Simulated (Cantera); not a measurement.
Input: 1 mol SiHCl3, 1.3 mol NH3, 25 mol H2, 0.69 mol N2, at 100000 Pa.

Cantera equilibrium calculation (NASA polynomials, part measured and part estimated; ideal gas, pure solids and liquids). Candidate condensed phases: NH4Cl, Si, Si3N4; 28 gas species. Equilibrium is a limit: real reactors are often held back by kinetics, nucleation or transport. All values below are at 973 K.

Base state: H2 0.877, HCl 0.0991, N2 0.0231, SiCl4 0.000521, NH3 8.73e-5, SiHCl3 2.59e-5 (mole fractions); condensed: Si3N4(s).

Task: What changes in the equilibrium state with this change: SiHCl3 replaced by SiCl4?

Result: 
```csv
species,before,after
H2,0.877,0.846
HCl,0.0991,0.129
N2,0.0231,0.0238
SiCl4,0.000521,0.00156
SiHCl3,2.59e-5,5.76e-5
NH3,8.73e-5,8.39e-5
"Si3N4(s), mol",0.328,0.317
```
